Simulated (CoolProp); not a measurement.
Properties of R1234yf along the isobar 0.101 MPa.

Computed with CoolProp (reference Helmholtz-energy equation of state, Lemmon 2022).

```tsv
T (K)	phase	density (kg/m³)	isothermal compressibility (1/MPa)	viscosity (µPa s)	conductivity (mW/(m K))
185.8	liquid	1415	0.001141	762	103
204.8	liquid	1367	0.001433	526	96.0
223.8	liquid	1317	0.001839	386	88.8
242.8	liquid	1266	0.002426	294	81.9
261.9	gas	5.481	10.27	10.9	10.8
280.9	gas	5.069	10.18	11.7	12.4
299.9	gas	4.721	10.12	12.5	14.0
318.9	gas	4.421	10.08	13.3	15.6
337.9	gas	4.159	10.05	14.0	17.2
357	gas	3.927	10.02	14.8	18.8
376	gas	3.721	10.000	15.6	20.4
395	gas	3.536	9.983	16.3	22.0
```

Viscosity comes from a separate model (Bell 2016), an estimate that may be off by 10 % or more. Thermal conductivity comes from a separate model (Perkins 2011).
